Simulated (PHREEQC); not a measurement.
A solution holds 0.0018 mol/kgw Cu(BF4)2, 0.035 mol/kgw HCl and 3.8e-05 mol/kgw FeCl3, at 26 °C. Closed to the air; pH follows from the charge balance.

Computed with PHREEQC (ion-association model, phreeqc.dat).

Task: The ionic strength comes out as 0.0391 mol/kgw. What activity coefficients do Cu+2, H+, BF2(OH)2-, CuCl+, F- get?

Result: Cu+2 0.51, H+ 0.86, BF2(OH)2- 0.84, CuCl+ 0.83, F- 0.83.

This is a speciation only: nothing precipitates in the calculation. Real BF4- forms and hydrolyses slowly; the run takes it at equilibrium. Fluoro complexes past AlF4- and FeF3 are missing from the database.
